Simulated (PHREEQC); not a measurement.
Na2CO3 is added in steps, without added water, to 1 kg of water holding 0.021 mol AgF and 0.0013 mol HNO3, at 25 °C. Oxygen is held at 0.21 atm. CO2 is held at log p = -3.4 (atm). No solid was allowed to form.

Base run: PHREEQC, ion-association model, wateq4f.dat. Each further column changes one thing. The table gives HCO3- (mol/kgw).

```json
[
 {"Na2CO3 added (mol)": "0", "base": "1.46e-7", "AgF from 0.021 to 0.042 mol/kgw": "3.04e-7", "0.00049 mol/kgw RbCl added": "1.46e-7", "AgF from 0.021 to 0.105 mol/kgw": "8.29e-7", "solids may form": "1.46e-7"},
 {"Na2CO3 added (mol)": "0.000375", "base": "3.58e-7", "AgF from 0.021 to 0.042 mol/kgw": "7.32e-7", "0.00049 mol/kgw RbCl added": "3.59e-7", "AgF from 0.021 to 0.105 mol/kgw": "1.97e-6", "solids may form": "3.58e-7"},
 {"Na2CO3 added (mol)": "0.00075", "base": "0.000199", "AgF from 0.021 to 0.042 mol/kgw": "0.000200", "0.00049 mol/kgw RbCl added": "0.000199", "AgF from 0.021 to 0.105 mol/kgw": "0.000202", "solids may form": "6.86e-5"},
 {"Na2CO3 added (mol)": "0.001125", "base": "0.000927", "AgF from 0.021 to 0.042 mol/kgw": "0.000925", "0.00049 mol/kgw RbCl added": "0.000927", "AgF from 0.021 to 0.105 mol/kgw": "0.000919", "solids may form": "7.12e-5"},
 {"Na2CO3 added (mol)": "0.0015", "base": "0.00163", "AgF from 0.021 to 0.042 mol/kgw": "0.00163", "0.00049 mol/kgw RbCl added": "0.00163", "AgF from 0.021 to 0.105 mol/kgw": "0.00161", "solids may form": "7.39e-5"},
 {"Na2CO3 added (mol)": "0.001875", "base": "0.00232", "AgF from 0.021 to 0.042 mol/kgw": "0.00231", "0.00049 mol/kgw RbCl added": "0.00232", "AgF from 0.021 to 0.105 mol/kgw": "0.00229", "solids may form": "7.69e-5"},
 {"Na2CO3 added (mol)": "0.00225", "base": "0.00299", "AgF from 0.021 to 0.042 mol/kgw": "0.00297", "0.00049 mol/kgw RbCl added": "0.00299", "AgF from 0.021 to 0.105 mol/kgw": "0.00294", "solids may form": "8.01e-5"},
 {"Na2CO3 added (mol)": "0.00275", "base": "0.00385", "AgF from 0.021 to 0.042 mol/kgw": "0.00383", "0.00049 mol/kgw RbCl added": "0.00385", "AgF from 0.021 to 0.105 mol/kgw": "0.00378", "solids may form": "8.49e-5"},
 {"Na2CO3 added (mol)": "0.003125", "base": "0.00447", "AgF from 0.021 to 0.042 mol/kgw": "0.00444", "0.00049 mol/kgw RbCl added": "0.00447", "AgF from 0.021 to 0.105 mol/kgw": "0.00439", "solids may form": "8.88e-5"},
 {"Na2CO3 added (mol)": "0.0035", "base": "0.00508", "AgF from 0.021 to 0.042 mol/kgw": "0.00505", "0.00049 mol/kgw RbCl added": "0.00508", "AgF from 0.021 to 0.105 mol/kgw": "0.00498", "solids may form": "9.31e-5"},
 {"Na2CO3 added (mol)": "0.003875", "base": "0.00568", "AgF from 0.021 to 0.042 mol/kgw": "0.00564", "0.00049 mol/kgw RbCl added": "0.00568", "AgF from 0.021 to 0.105 mol/kgw": "0.00556", "solids may form": "9.79e-5"},
 {"Na2CO3 added (mol)": "0.00425", "base": "0.00625", "AgF from 0.021 to 0.042 mol/kgw": "0.00621", "0.00049 mol/kgw RbCl added": "0.00626", "AgF from 0.021 to 0.105 mol/kgw": "0.00612", "solids may form": "0.000103"},
 {"Na2CO3 added (mol)": "0.004625", "base": "0.00682", "AgF from 0.021 to 0.042 mol/kgw": "0.00677", "0.00049 mol/kgw RbCl added": "0.00682", "AgF from 0.021 to 0.105 mol/kgw": "0.00666", "solids may form": "0.000109"},
 {"Na2CO3 added (mol)": "0.005", "base": "0.00737", "AgF from 0.021 to 0.042 mol/kgw": "0.00731", "0.00049 mol/kgw RbCl added": "0.00737", "AgF from 0.021 to 0.105 mol/kgw": "0.00720", "solids may form": "0.000116"}
]
```

In at least one series the solution becomes supersaturated in solids that the run did not let form, among them Ag2O, Ag2CO3.  Solids allowed in the column 'solids may form': Ag2O, Ag2CO3, Nahcolite, Natron.
